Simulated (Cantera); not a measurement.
**Ignition delay**

Mixture: CO : H2 : O2 : N2 = 1 : 0.72 : 1.46 : 5.48 (molar parts), at 1.00 bar, adiabatic and at constant volume. Ignition delay is the time to a rise of 400 K.

Cantera simulation using GRI-Mech 3.0 (53 species, 325 reactions); the numbers are that mechanism's predictions, not measurements. Below about 950 K walls govern HO2 and H2O2 in real vessels. Where the delays flatten at high temperature, the 400 K rule measures the pace of heat release, not the induction time.

```csv
T0 (K),delay (ms)
900,48.5
1000,0.355
1100,0.116
1200,0.0653
1300,0.0453
1400,0.0360
1500,0.0317
1600,0.0303
1700,0.0310
```
